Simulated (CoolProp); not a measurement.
Model: reference Helmholtz-energy equation of state, Thol 2015, in CoolProp.

**Question.** For octamethylcyclotetrasiloxane (D4), give the phase and the density (kg/m³), cp (kJ/(kg K)), cv (kJ/(kg K)), isothermal compressibility (1/MPa) at 502.9 K and 1.73 MPa.

**Answer.** 
- 502.9 K and 1.73 MPa: liquid; density 696, cp 2.12, cv 1.84, isothermal compressibility 0.0133
